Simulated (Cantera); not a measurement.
What does this Cantera script print?

```python
import numpy as np
import cantera as ct

gas_names = """
    Fe FeO Fe(OH)2 H HO2 H2 H2O H2O2 H2S H2SO4 O OH O2 O3 S SH SO SO2 SO3 S2 S2O S8
""".split()
cond_names = """
    Fe(a) Fe(c) Fe(d) Fe(L) FeO(s) FeO(L) Fe(OH)2(s) Fe(OH)3(s) FeS(a) FeS(b) FeS(c) FeS(L) FeSO4(s)
    FeS2(s) Fe2O3(s) Fe2S3O12(s) Fe3O4(s) H2O(s) H2O(L) H2SO4(L) S(cr1) S(cr2) S(L)
""".split()


# ... load() reads the species with a 1 bar reference pressure and builds the phases ...
atoms = {
    'FeS2': {'Fe': 1, 'S': 2},
    'SO3': {'S': 1, 'O': 3},
    'H2O': {'H': 2, 'O': 1},
}
top_T = {'FeSO4(s)': 950, 'FeS2(s)': 1010, 'Fe2O3(s)': 1830, 'Fe2S3O12(s)': 1100, 'Fe3O4(s)': 1870}  # K; cautious upper limits of use, not melting points


# ... equilibrate(T, P, feed) seeds the gas with the atoms and calls Mixture.equilibrate('TP', solver="vcs", rtol=1e-11, max_steps=5000) ...
results = []
feed = {'FeS2': 1, 'SO3': 1.5, 'H2O': 0.36}  # mol
P = 1800000  # Pa
for T in [1325, 1350, 1375, 1400, 1425, 1450, 1475, 1500, 1525]:
    mix = equilibrate(T, P, feed)
    results.append((T, P, feed, dict(zip(mix.species_names, mix.species_moles))))
    x = sorted(zip(gas.X, gas.species_names), reverse=True)
    print(f"T = {T:g} K  P = {P:g} Pa  gas = {mix.phase_moles(0):.4g} mol")
    print("   x: " + "  ".join(f"{s} {v:.3e}" for v, s in x if v > 0.0001))
    print("   condensed (mol): " + ("  ".join(f"{mix.phase(i).name} {mix.phase_moles(i):.4g}"
          for i in range(1, mix.n_phases) if mix.phase_moles(i) > 1e-12) or "none"))
```

Output:

```
T = 1325 K  P = 1.8e+06 Pa  gas = 2.728 mol
   x: SO2 8.214e-01  H2O 1.261e-01  S2 3.784e-02  S2O 8.337e-03  H2S 5.186e-03  H2 6.627e-04  SO 4.614e-04
   condensed (mol): FeS(c) 0.9919  Fe3O4(s) 0.002688
T = 1350 K  P = 1.8e+06 Pa  gas = 2.729 mol
   x: SO2 8.185e-01  H2O 1.259e-01  S2 4.029e-02  S2O 8.668e-03  H2S 5.242e-03  H2 7.558e-04  SO 5.738e-04
   condensed (mol): FeS(c) 0.9827  Fe3O4(s) 0.005773
T = 1375 K  P = 1.8e+06 Pa  gas = 2.731 mol
   x: SO2 8.157e-01  H2O 1.256e-01  S2 4.279e-02  S2O 8.994e-03  H2S 5.295e-03  H2 8.579e-04  SO 7.078e-04
   condensed (mol): FeS(c) 0.9733  Fe3O4(s) 0.008907
T = 1400 K  P = 1.8e+06 Pa  gas = 2.732 mol
   x: SO2 8.127e-01  H2O 1.254e-01  S2 4.531e-02  S2O 9.316e-03  H2S 5.344e-03  H2 9.694e-04  SO 8.662e-04
   condensed (mol): FeS(c) 0.9637  Fe3O4(s) 0.01208
T = 1425 K  P = 1.8e+06 Pa  gas = 2.734 mol
   x: SO2 8.097e-01  H2O 1.252e-01  S2 4.785e-02  S2O 9.632e-03  H2S 5.391e-03  H2 1.091e-03  SO 1.052e-03
   condensed (mol): FeS(c) 0.9541  Fe3O4(s) 0.01529
T = 1450 K  P = 1.8e+06 Pa  gas = 2.735 mol
   x: SO2 8.067e-01  H2O 1.249e-01  S2 5.041e-02  S2O 9.941e-03  H2S 5.433e-03  SO 1.270e-03  H2 1.222e-03  SH 1.036e-04
   condensed (mol): FeS(c) 0.9444  Fe3O4(s) 0.01853
T = 1475 K  P = 1.8e+06 Pa  gas = 2.737 mol
   x: SO2 8.051e-01  H2O 1.248e-01  S2 5.173e-02  S2O 1.007e-02  H2S 5.377e-03  SO 1.514e-03  H2 1.356e-03  SH 1.227e-04
   condensed (mol): FeS(L) 0.9395  Fe3O4(s) 0.02018
T = 1500 K  P = 1.8e+06 Pa  gas = 2.737 mol
   x: SO2 8.049e-01  H2O 1.247e-01  S2 5.170e-02  S2O 1.001e-02  H2S 5.222e-03  SO 1.785e-03  H2 1.490e-03  SH 1.422e-04
   condensed (mol): FeS(L) 0.9397  Fe3O4(s) 0.0201
T = 1525 K  P = 1.8e+06 Pa  gas = 2.737 mol
   x: SO2 8.047e-01  H2O 1.247e-01  S2 5.167e-02  S2O 9.954e-03  H2S 5.077e-03  SO 2.093e-03  H2 1.632e-03  SH 1.640e-04
   condensed (mol): FeS(L) 0.9399  Fe3O4(s) 0.02004
```

Equilibrium computed with Cantera from the NASA thermochemical tables; the gas is ideal and each condensed phase is pure. Mutual solubility and eutectic melting of coexisting phases are not modelled. FeS: taken at fixed stoichiometry.
